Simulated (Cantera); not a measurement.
Gas-phase reforming

A perfectly stirred reactor is fed with 6.25 % CH₄, 93.8 % H₂O, at 101000 Pa; it is held at 1700 K, and followed from long to short residence time.

Computed with Cantera and GRI-Mech 3.0 (53 species, 325 reactions).

```csv
τ (s),x CH₄,x H₂O,x H₂O₂,x CO₂,x C₂H,x O₂
9.3,0.00135,0.752,3.23e-11,0.0290,9.04e-11,5.78e-9
3.0,0.00327,0.759,3.40e-11,0.0283,5.37e-10,6.19e-9
0.98,0.00669,0.773,3.78e-11,0.0265,2.28e-9,7.10e-9
0.32,0.0117,0.798,4.60e-11,0.0226,6.93e-9,8.97e-9
0.10,0.0183,0.834,6.19e-11,0.0156,1.54e-8,1.30e-8
0.034,0.0257,0.869,8.39e-11,0.00819,2.32e-8,2.02e-8
0.011,0.0352,0.899,1.09e-10,0.00262,2.42e-8,3.05e-8
0.0035,0.0459,0.919,1.29e-10,0.000475,1.59e-8,3.26e-8
```
x: mole fraction; the columns are a selection and need not sum to one.
